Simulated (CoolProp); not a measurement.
Vapour-liquid equilibrium of isobutane (1) + isobutene (2) at 0.0555 MPa; x and y are mole fractions of (1).

Values from CoolProp's multi-fluid Helmholtz-energy mixture model, Bücker 2006 and Lemmon 2005; pair parameters Bell 2016.

Task: Give the bubble temperature and the first vapour's composition at x = 0.15, 0.85, 0.95. Is there an azeotrope?

Result: x = 0.15: 250.7 K, y = 0.186; x = 0.85: 247.5 K, y = 0.869; x = 0.95: 247.1 K, y = 0.956. No azeotrope shows between x = 0.05 and 0.95.

The pair parameters rest on a limited set of measurements; away from them the model extrapolates.
